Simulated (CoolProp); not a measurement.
Vapour-liquid equilibrium of propane (1) + n-pentane (2) at 20.2 kPa; x and y are mole fractions of (1).

Values from CoolProp's multi-fluid Helmholtz-energy mixture model, Lemmon 2009 and Thol 2019; pair parameters Kunz 2012.

Question: Give the bubble temperature and the first vapour's composition at x = 0.35, 0.5, 0.65. Is there an azeotrope?

Answer: x = 0.35: -58.0 °C, y = 0.974; x = 0.5: -63.2 °C, y = 0.986; x = 0.65: -66.8 °C, y = 0.992. No azeotrope shows between x = 0.05 and 0.95.

The pair parameters rest on a limited set of measurements; away from them the model extrapolates.
